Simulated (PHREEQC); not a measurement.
**Metal-bearing waste water: an equilibrium model**

Dissolve 0.0032 mol/kgw Al2(SO4)3, 0.00031 mol/kgw ZnCl2 and 0.00026 mol/kgw NaF at 25 °C. Closed to the air; pH follows from the charge balance.

All values are PHREEQC results (ion-association model, wateq4f.dat), not measurements.

Each row changes one thing in this solution. No solid was allowed to form.

```tsv
case	pH	ionic strength (mol/kgw)	F- (mol/kgw)	HF (mol/kgw)	SI of Halite (NaCl)
as made	4.10	0.0187	3.74e-8	3.84e-9	-8.50
diluted 10-fold with water	4.31	0.00295	1.30e-8	8.98e-10	-10.43
Al2(SO4)3 replaced by K2SO4 at the same molality	6.44	0.0103	0.000259	1.26e-7	-8.47
Al2(SO4)3 replaced by Al(NO3)3 at the same molality	3.90	0.0193	1.77e-8	2.91e-9	-8.49
ZnCl2 from 0.00031 to 0.000279 mol/kgw	4.10	0.0186	3.74e-8	3.84e-9	-8.54
Al2(SO4)3 left out	6.32	0.00119	0.000259	1.81e-7	-8.41
ZnCl2 replaced by NH4Cl at the same molality	4.11	0.0182	3.79e-8	3.87e-9	?
ZnCl2 from 0.00031 to 0.000465 mol/kgw	4.10	0.0191	?	3.82e-9	-8.32
Al2(SO4)3 from 0.0032 to 0.00288 mol/kgw	4.11	0.0173	3.95e-8	?	-8.49
```

Question: Complete the blanks.

Answer: 
- ZnCl2 replaced by NH4Cl at the same molality, SI of Halite (NaCl): -8.80
- ZnCl2 from 0.00031 to 0.000465 mol/kgw, F- (mol/kgw): 3.71e-8
- Al2(SO4)3 from 0.0032 to 0.00288 mol/kgw, HF (mol/kgw): 4.00e-9

Complexes and solids missing from the database can't appear. Some of these states are supersaturated (in Basaluminite, Gibbsite (slow to form), Boehmite (slow to form), for instance). Fluoro complexes past AlF4- and FeF3 are missing from the database.
